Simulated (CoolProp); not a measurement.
The fluid at 328.63 K and 0.11 MPa (gas) is heated at constant pressure to 398.2 K. The same conditions are run with several fluids, on thermodynamics alone (safety and materials aside).

The numbers come from the reference Helmholtz-energy equation of state of each fluid (C2F6 (R116): Lemmon 2006; hydrogen chloride: Thol 2018; propane: Lemmon 2009; R1336mzz(E): Akasaka 2023; cyclopropane: Polt 1992) in CoolProp. The equations of Platzer and Polt are older, rougher fits.

| fluid | heat (kJ/kg) | final density (kg/m³) |
|---|---|---|
| C2F6 (R116) | 60.3 | 4.60 |
| hydrogen chloride | 56.0 | 1.21 |
| propane | 137 | 1.48 |
| R1336mzz(E) | 61.5 | 5.53 |
| cyclopropane | 116 | 1.41 |
